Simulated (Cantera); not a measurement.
An adiabatic, constant-pressure homogeneous reactor starts with CO : H₂ : CH₄ : O₂ : N₂ = 1 : 1.5 : 0.1 : 2.07 : 7.79 (molar parts), equivalence ratio 0.70, at 1273 K and 3.40 bar. Integrator tolerance rtol = 1e-08.

Cantera simulation using GRI-Mech 3.0 (53 species, 325 reactions); the numbers are that mechanism's predictions, not measurements.

What does this change do: constant volume in place of constant pressure?


```json
[
 {"quantity": "time of steepest temperature rise", "before": "15.4 µs", "after": "14.8 µs"},
 {"quantity": "temperature at 0.800 s", "before": "2644 K", "after": "2832 K"},
 {"quantity": "equilibrium temperature", "before": "2644 K", "after": "2832 K"},
 {"quantity": "x(CO) at 0.800 s", "before": "0.0148 (gas-phase equilibrium 0.0148)", "after": "0.0215 (gas-phase equilibrium 0.0215)"},
 {"quantity": "x(H₂) at 0.800 s", "before": "0.00379 (gas-phase equilibrium 0.00379)", "after": "0.00545 (gas-phase equilibrium 0.00545)"},
 {"quantity": "x(CH₄) at 0.800 s", "before": "<1e-12 (gas-phase equilibrium <1e-12)", "after": "<1e-12 (gas-phase equilibrium <1e-12)"},
 {"quantity": "x(N₂O) at 0.800 s", "before": "1.29e-6 (gas-phase equilibrium 1.29e-6)", "after": "2.42e-6 (gas-phase equilibrium 2.42e-6)"},
 {"quantity": "x(CH₂CO) at 0.800 s", "before": "<1e-12 (gas-phase equilibrium <1e-12)", "after": "<1e-12 (gas-phase equilibrium <1e-12)"},
 {"quantity": "x(H₂O) at 0.800 s", "before": "0.138 (gas-phase equilibrium 0.138)", "after": "0.132 (gas-phase equilibrium 0.132)"}
]
```

What does this change do: CH4 0.1 to 0.25 parts?


```tsv
quantity	before	after
time of steepest temperature rise	15.4 µs	23.1 µs
temperature at 0.800 s	2644 K	2727 K
equilibrium temperature	2644 K	2727 K
x(CO) at 0.800 s	0.0148 (gas-phase equilibrium 0.0148)	0.0267 (gas-phase equilibrium 0.0267)
x(H₂) at 0.800 s	0.00379 (gas-phase equilibrium 0.00379)	0.00755 (gas-phase equilibrium 0.00755)
x(CH₄) at 0.800 s	<1e-12 (gas-phase equilibrium <1e-12)	<1e-12 (gas-phase equilibrium <1e-12)
x(N₂O) at 0.800 s	1.29e-6 (gas-phase equilibrium 1.29e-6)	1.15e-6 (gas-phase equilibrium 1.15e-6)
x(CH₂CO) at 0.800 s	<1e-12 (gas-phase equilibrium <1e-12)	<1e-12 (gas-phase equilibrium <1e-12)
x(H₂O) at 0.800 s	0.138 (gas-phase equilibrium 0.138)	0.155 (gas-phase equilibrium 0.155)
```

What does this change do: 0.03 parts C2H6 added?


```tsv
quantity	before	after
time of steepest temperature rise	15.4 µs	21.5 µs
temperature at 0.800 s	2644 K	2678 K
equilibrium temperature	2644 K	2678 K
x(CO) at 0.800 s	0.0148 (gas-phase equilibrium 0.0148)	0.0188 (gas-phase equilibrium 0.0188)
x(H₂) at 0.800 s	0.00379 (gas-phase equilibrium 0.00379)	0.00489 (gas-phase equilibrium 0.00489)
x(CH₄) at 0.800 s	<1e-12 (gas-phase equilibrium <1e-12)	<1e-12 (gas-phase equilibrium <1e-12)
x(N₂O) at 0.800 s	1.29e-6 (gas-phase equilibrium 1.29e-6)	1.26e-6 (gas-phase equilibrium 1.26e-6)
x(CH₂CO) at 0.800 s	<1e-12 (gas-phase equilibrium <1e-12)	<1e-12 (gas-phase equilibrium <1e-12)
x(H₂O) at 0.800 s	0.138 (gas-phase equilibrium 0.138)	0.143 (gas-phase equilibrium 0.143)
```
